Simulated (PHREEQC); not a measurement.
0.22 g of hydrous ferric oxide (600 m²/g; 0.2 weak and 0.005 strong sites per Fe, Dzombak-Morel constants, diffuse double layer) in 1 kg of water with 0.005 mol/kgw of an inert sodium salt and 0.0014 mol/kgw SrCl2 and 7.1e-06 mol/kgw H3BO3, at 25 °C; the pH is set by adding NaOH or the inert anion's acid. Oxygen is held at 0.21 atm. The system is closed to CO2. Precipitation was switched off in this run.

Computed with PHREEQC (ion-association model, wateq4f.dat).

```json
[
 {"pH": "3", "Sr sorbed (%)": "0.0", "B sorbed (%)": "0.0", "surface charge σ (C/m²)": "0.323", "surface potential ψ (mV)": "205"},
 {"pH": "3.38", "Sr sorbed (%)": "0.0", "B sorbed (%)": "0.0", "surface charge σ (C/m²)": "0.285", "surface potential ψ (mV)": "200"},
 {"pH": "3.75", "Sr sorbed (%)": "0.0", "B sorbed (%)": "0.1", "surface charge σ (C/m²)": "0.242", "surface potential ψ (mV)": "192"},
 {"pH": "4.5", "Sr sorbed (%)": "0.0", "B sorbed (%)": "0.1", "surface charge σ (C/m²)": "0.157", "surface potential ψ (mV)": "171"},
 {"pH": "4.88", "Sr sorbed (%)": "0.0", "B sorbed (%)": "0.1", "surface charge σ (C/m²)": "0.121", "surface potential ψ (mV)": "157"},
 {"pH": "5.25", "Sr sorbed (%)": "0.0", "B sorbed (%)": "0.1", "surface charge σ (C/m²)": "0.091", "surface potential ψ (mV)": "143"},
 {"pH": "5.62", "Sr sorbed (%)": "0.0", "B sorbed (%)": "0.1", "surface charge σ (C/m²)": "0.067", "surface potential ψ (mV)": "128"},
 {"pH": "6.38", "Sr sorbed (%)": "0.0", "B sorbed (%)": "0.2", "surface charge σ (C/m²)": "0.033", "surface potential ψ (mV)": "93"},
 {"pH": "6.75", "Sr sorbed (%)": "0.2", "B sorbed (%)": "0.2", "surface charge σ (C/m²)": "…", "surface potential ψ (mV)": "75"},
 {"pH": "7.12", "Sr sorbed (%)": "…", "B sorbed (%)": "0.2", "surface charge σ (C/m²)": "…", "surface potential ψ (mV)": "…"},
 {"pH": "7.5", "Sr sorbed (%)": "0.8", "B sorbed (%)": "0.2", "surface charge σ (C/m²)": "0.009", "surface potential ψ (mV)": "38"},
 {"pH": "8.25", "Sr sorbed (%)": "2.0", "B sorbed (%)": "0.1", "surface charge σ (C/m²)": "0.000", "surface potential ψ (mV)": "1"},
 {"pH": "8.62", "Sr sorbed (%)": "4.4", "B sorbed (%)": "0.1", "surface charge σ (C/m²)": "-0.002", "surface potential ψ (mV)": "…"},
 {"pH": "9", "Sr sorbed (%)": "8.4", "B sorbed (%)": "0.1", "surface charge σ (C/m²)": "-0.004", "surface potential ψ (mV)": "-17"}
]
```

Some entries are withheld; supply them.


- 6.75, surface charge σ (C/m²): 0.023
- 7.12, Sr sorbed (%): 0.4
- 7.12, surface charge σ (C/m²): 0.015
- 7.12, surface potential ψ (mV): 57
- 8.62, surface potential ψ (mV): -11

Complexes and solids missing from the database can't appear. The oxide is taken as insoluble; below pH 4 it would dissolve.
